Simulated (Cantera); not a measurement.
Charge: 1 mol HMDSO, 1.2 mol H2O, 17 mol N2, a varied amount of N2O, equilibrated at 950 °C and 13300 Pa.

Cantera equilibrium calculation (NASA polynomials, part measured and part estimated; ideal gas, pure solids and liquids). Candidate condensed phases: C, C6H6, C7H8, C8H18, H2O, Si, SiC, SiO2, Si2N2O, Si3N4; 151 gas species. The feed counts by its element totals alone. Mutual solubility and eutectic melting of coexisting phases are not modelled. The tables hold silica as quartz up to 1696 K and as liquid above; real silica turns to tridymite and cristobalite and melts near 1996 K. Gases not in the tables: Si(OH)4. The numbers say what is thermodynamically allowed, not how fast it happens.

log p: log10 of the partial pressure in bar; n: condensed amount in mol.

```csv
n(N2O) (mol),log p N2,log p H2,log p CO,log p H2O,log p CO2,log p CH4,n C(graphite),n SiO2(β-quartz),n Si2N2O(s)
1.5,-1.10,-1.34,-2.10,-5.14,-6.06,-4.56,4.21,0.613,0.694
3,-1.08,-1.37,-2.09,-5.16,-6.05,-4.62,4.07,1.51,0.243
4.5,-1.08,-1.40,-1.98,-5.08,-5.82,-4.68,[?],2.00,0
6,-1.09,-1.44,-1.83,-4.96,-5.51,-4.76,[?],2.00,0
7.4,-1.09,-1.47,-1.73,-4.90,-5.33,-4.82,[?],2.00,0
8.9,-1.09,-1.53,-1.75,-2.61,-2.99,-7.29,0,2.00,0
10,-1.08,-1.57,-1.78,-2.32,-2.70,-7.75,0,2.00,0
12,-1.07,-1.67,-1.86,-2.07,-2.42,-8.37,0,2.00,0
13,-1.06,-1.72,-1.90,-1.99,-2.33,-8.64,0,2.00,0
15,-1.05,-1.83,-1.99,-1.87,-2.19,-9.19,0,2.00,0
```

Task: What belongs in the gaps?

Result: 
- 4.5, n C(graphite): 3.30
- 6, n C(graphite): 1.80
- 7.4, n C(graphite): 0.399
